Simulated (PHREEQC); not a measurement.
# Nickel, zinc or cadmium bath

Make-up at 20 °C: 4.4 mmol/kgw ZnSO4 and 2 mmol/kgw NaHSO4. Closed to the air; pH follows from the charge balance.

Equilibrium calculation in PHREEQC: ion-association model, phreeqc.dat.

Precipitation was switched off in this run.

**Question.** Estimate the pH, specific conductance, ionic strength.

**Answer.** pH 2.84; specific conductance 1360 µS/cm; ionic strength 0.0178 mol/kgw.

**Question.** In which forms is S present?

**Answer.** SO4-2 73 %, ZnSO4 19 %, HSO4- 6.3 %, Zn(SO4)2-2 1.5 % of the S.

Species that the database lacks are ignored.
